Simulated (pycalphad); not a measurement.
An equivalent pycalphad script:

```python
from pycalphad import Database, equilibrium, calculate, variables as v
import numpy as np
db = Database('COST507.tdb')
comps = ['TI', 'HF', 'B', 'VA']
phases = ['B2M', 'B2TI', 'B4M3', 'B4TI3', 'BCC_A2', 'BETA_RHOMBO_B', 'BM', 'BTI', 'HCP_A3', 'LIQUID']
eq = equilibrium(db, comps, phases, {v.X('HF'): 0.0103, v.X('B'): 0.0344, v.T: np.arange(2850, 499, -100), v.P: 101325, v.N: 1}, output=['HM', 'SM'])
```

CALPHAD calculation (pycalphad, COST 507 light-alloy database (1999)), 1 atm. The database dates from 1999; later assessments differ in places, in temperatures and in the compounds included. Amounts are mole fractions of atoms. Diffusion is slow at the low end, where real alloys seldom reach equilibrium.

Results at three of the temperatures:

```
T = 1450.00 K, P = 101325 Pa, N = 1 mol of atoms
G = -82940 J/mol, H = 32813 J/mol, S = 79.83 J/(mol K)  (SER reference)
chemical potentials (J/mol): Ti -78297, Hf -154549, B -190455
phase             fraction      x(Ti)      x(Hf)       x(B)
BCC_A2              0.9344     0.9873     0.0110     0.0017
BM                  0.0656     0.4992   0.000816     0.5000
```

```
T = 1350.00 K, P = 101325 Pa, N = 1 mol of atoms
G = -75067 J/mol, H = 29709 J/mol, S = 77.61 J/(mol K)  (SER reference)
chemical potentials (J/mol): Ti -70319, Hf -140741, B -187268
phase             fraction      x(Ti)      x(Hf)       x(B)
BCC_A2              0.9341     0.9875     0.0110     0.0016
BM                  0.0659     0.4993    0.00074     0.5000
```

```
T = 750.00 K, P = 101325 Pa, N = 1 mol of atoms
G = -34820 J/mol, H = 7003 J/mol, S = 55.76 J/(mol K)  (SER reference)
chemical potentials (J/mol): Ti -29594, Hf -61597, B -171938
phase             fraction      x(Ti)      x(Hf)       x(B)
HCP_A3              0.9320     0.9885     0.0110    0.00043
BM                  0.0680     0.4996   0.000392     0.5000
```

Changes of the phase set, refined by bisection:

```tsv
T (°C)	phases above	phases below
1595.9	LIQUID	BCC_A2 + LIQUID
1546 ± 6	BCC_A2 + LIQUID	BCC_A2 + BM
875.0	BCC_A2 + BM	BCC_A2 + BM + HCP_A3
872.3	BCC_A2 + BM + HCP_A3	BM + HCP_A3
```

Database names, with the compositions (at.%) that they take in these runs: BM: Ti 50 B 50. BCC_A2 is bcc; HCP_A3 is hcp.
